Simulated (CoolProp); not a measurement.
Properties of R1234yf at several states (Tc = 367.8 K, pc = 3384 kPa, ω = 0.276).

Computed with CoolProp (reference Helmholtz-energy equation of state, Lemmon 2022).

```tsv
T (K)	p (kPa)	phase	density (kg/m³)	Joule-Thomson coefficient (K/MPa)
226	16800	liquid	1348	-0.3958
138.7	34.5	liquid	1533	-0.4578
361.1	288	gas	11.31	10.39
252.9	17.5	gas	0.9555	30.82
364.2	2620	gas	160.2	16.04
301.4	70.1	gas	3.237	17.56
```
